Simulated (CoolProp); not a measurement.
The fluid at 298.15 K and 0.271 MPa flows at 8.2 m/s in a round tube of 20 mm bore and 45 µm roughness, fully developed (64/Re and Nu = 3.66 if laminar; Colebrook and Gnielinski if turbulent). The same conditions are run with several fluids, on thermodynamics alone (safety and materials aside).

Values from CoolProp's reference Helmholtz-energy equation of state of each fluid (CH2F2 (R32): Tillner-Roth 1997; C3F8 (R218): Lemmon 2006; oxygen: Schmidt 1985; methane: Setzmann 1991; R152A: Outcalt 1996).

### Question
Rank CH2F2 (R32), C3F8 (R218), oxygen, methane, R152A by Reynolds number, highest first.

### Answer
C3F8 (R218) (293000), R152A (113000), CH2F2 (R32) (72200), oxygen (27900), methane (25800)

| fluid | Darcy friction factor | pressure drop (Pa/m) | heat-transfer coefficient (W/(m² K)) | mass flow (kg/h) |
|---|---|---|---|---|
| CH2F2 (R32) | 0.0263 | 260 | 149 | 54.6 |
| C3F8 (R218) | 0.0247 | 909 | 499 | 203 |
| oxygen | 0.0288 | 170 | 108 | 32.5 |
| methane | 0.0291 | 86.3 | 132 | 16.3 |
| R152A | 0.0256 | 330 | 237 | 71.2 |

Transport values come from each fluid's own correlations; those of CH2F2 (R32), C3F8 (R218), R152A are estimates that may be off by 10 % or more.
